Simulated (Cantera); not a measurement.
Input: 1 mol SiHCl₃, 0.19 mol C₂H₂, 1300 mol H₂, held at 0.280 bar.

Equilibrium computed with Cantera from the NASA thermochemical tables; the gas is ideal and each condensed phase is pure. Candidate condensed phases: C, C₆H₆, C₇H₈, C₈H₁₈, Si, SiC; 109 gas species. Gases not in the tables: Si₂H₆ and higher silanes. Kinetics and transport are ignored.

Task: At 2373 K, list the 5 most abundant gas species with their mole fractions, and the condensed phases.

Result: H₂ 0.971, H 0.0260, HCl 0.00222, Si 0.000582, C₂H₂ (acetylene) 0.000133. Condensed: gas only.
